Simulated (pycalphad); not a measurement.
All values are pycalphad results on the COST 507 light-alloy database (1999) (1 atm), not direct measurements. The data set is of 1999 and partly superseded. Kinetics are ignored, which matters at the lower temperatures.

Problem. How does the equilibrium phase assembly of Y-12.73Si (at.%) change on cooling from 2177 °C to 257 °C?

Solution. 
```
T (°C)    phases above    phases below
------  --------------  --------------
1432.7          liquid  liquid + SI3Y5
1254.8  liquid + SI3Y5     hcp + SI3Y5
```
Changes were sought between steps of 40 K, so a narrower field can be missed.

Database names, with the compositions (at.%) that they take in these runs: SI3Y5: Y 62 Si 37.
